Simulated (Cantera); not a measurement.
Input: 1 mol n-butane, 0.02 mol NH3, equilibrated at 677 °C and 1900000 Pa.

Cantera equilibrium calculation (NASA polynomials, part measured and part estimated; ideal gas, pure solids and liquids). Candidate condensed phases: C, C6H6, C7H8, C8H18; 92 gas species. Equilibrium is a limit: real reactors are often held back by kinetics, nucleation or transport.

Base state: CH4 0.573, H2 0.424, N2 0.00300, NH3 0.000237, C2H6 8.59e-5 (mole fractions); condensed: C(graphite).

What changes in the equilibrium state with this change: NH3 from 0.02 to 0.053 mol?


| species | before | after |
|---|---|---|
| CH4 | 0.573 | 0.569 |
| H2 | 0.424 | 0.423 |
| N2 | 0.00300 | 0.00795 |
| NH3 | 0.000237 | 0.000384 |
| C2H6 | 8.59e-5 | 8.51e-5 |
| C(graphite), mol | 2.16 | 2.15 |
